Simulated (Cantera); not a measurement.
Charge: 1 mol SiC, 0.0062 mol C, a varied amount of H₂, equilibrated at 3000 K and 0.00975 Torr.

Cantera equilibrium calculation (NASA polynomials, part measured and part estimated; ideal gas, pure solids and liquids). Candidate condensed phases: C, C₆H₆, C₇H₈, C₈H₁₈, Si, SiC; 87 gas species. The numbers say what is thermodynamically allowed, not how fast it happens.

x: gas mole fraction; nothing condenses.

```tsv
n(H₂) (mol)	x H	x Si	x C	x C₂	x C₃	x SiC₂
0.66	0.408	0.308	0.264	0.0112	0.00745	?
0.83	0.463	0.278	0.243	0.00944	0.00578	?
1	0.508	0.254	0.224	0.00808	0.00458	?
1.3	0.572	0.220	0.198	0.00631	0.00316	?
1.6	0.621	0.194	0.178	0.00506	0.00227	?
2.1	0.681	0.162	0.151	0.00367	0.00140	?
2.6	0.725	0.139	0.132	0.00278	0.000925	?
3.3	0.769	0.117	0.111	0.00199	0.000561	?
4.1	0.805	0.0982	0.0948	0.00144	0.000345	?
5.2	0.839	0.0807	0.0786	0.000991	0.000197	?
6.5	0.867	0.0667	0.0654	0.000686	0.000113	?
8.2	0.891	0.0544	0.0536	0.000461	6.23e-5	?
```

Question: What belongs in the gaps?

Answer: 
- 0.66, x SiC₂: 0.00119
- 0.83, x SiC₂: 0.000908
- 1, x SiC₂: 0.000709
- 1.3, x SiC₂: 0.000479
- 1.6, x SiC₂: 0.000339
- 2.1, x SiC₂: 0.000206
- 2.6, x SiC₂: 0.000134
- 3.3, x SiC₂: 8.04e-5
- 4.1, x SiC₂: 4.90e-5
- 5.2, x SiC₂: 2.77e-5
- 6.5, x SiC₂: 1.58e-5
- 8.2, x SiC₂: 8.66e-6
